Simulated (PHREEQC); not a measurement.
Solution (25 °C): 0.036 mol/kgw H2SO4 and 0.025 mol/kgw Li2SO4. Closed to the air; pH follows from the charge balance.

Computed with PHREEQC (ion-association model, phreeqc.dat).

```
quantity         before   after
---------------  ------  ------
pH                 1.51    1.81
SO4-2 (mol/kgw)  0.0247  0.0237
```

Question: What was changed between the two runs?
(A) 0.0015 mol/kgw CdBr2 added
(B) Li2SO4 from 0.025 to 0.05 mol/kgw
(C) temperature from 25 to 85 °C
(D) H2SO4 from 0.036 to 0.018 mol/kgw
(E) Li2SO4 replaced by CuSO4 at the same molality

Answer: D, H2SO4 from 0.036 to 0.018 mol/kgw

Precipitation was switched off in this run.
